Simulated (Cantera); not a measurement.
Equilibrium for silicon carbide growth: SiCl₄ + C₃H₈ + H₂

Feed: 1 mol SiCl₄, 0.074 mol C₃H₈, 90 mol H₂, held at 2648 K and 0.800 bar.

Equilibrium computed with Cantera from the NASA thermochemical tables; the gas is ideal and each condensed phase is pure. Candidate condensed phases: C, C₆H₆, C₇H₈, C₈H₁₈, Si, SiC; 109 gas species. The tables' values for SiCl are old estimates; treat these amounts as uncertain. Gases not in the tables: Si₂H₆ and higher silanes. The numbers say what is thermodynamically allowed, not how fast it happens.

```json
{
  "x(H₂)": "0.900",
  "x(H)": "0.0493",
  "x(HCl)": "0.0382",
  "x(Si)": "0.00636",
  "x(Cl)": "0.00146",
  "x(SiH)": "0.00115",
  "x(C₂H₂ (acetylene))": "0.000854",
  "x(SiCl₂)": "0.000803",
  "x(SiCl)": "0.000638",
  "gas_amount": "95.46 mol",
  "log10 activity of Si(l) (absent)": "-0.42",
  "log10 activity of C(graphite) (absent)": "-0.66"
}
```
